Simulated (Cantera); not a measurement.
A perfectly stirred reactor is fed with NO : N₂ = 1 : 8.2 (molar parts), at 0.610 bar; it is held at 2023 K, and followed from long to short residence time.

Detailed kinetics in Cantera: GRI-Mech 3.0 (53 species, 325 reactions).

One state of this run: x NO = 0.108; x O = 5.13e-5; x NO₂ = 1.44e-5; x N₂O = 5.49e-6; x N₂ = 0.892; x O₂ = 0.000544. x: mole fraction; the columns are a selection and need not sum to one.

**Question.** Which value of τ (s) does it belong to?
(A) 0.20
(B) 0.038
(C) 0.0024
(D) 0.11

**Answer.** B, 0.038
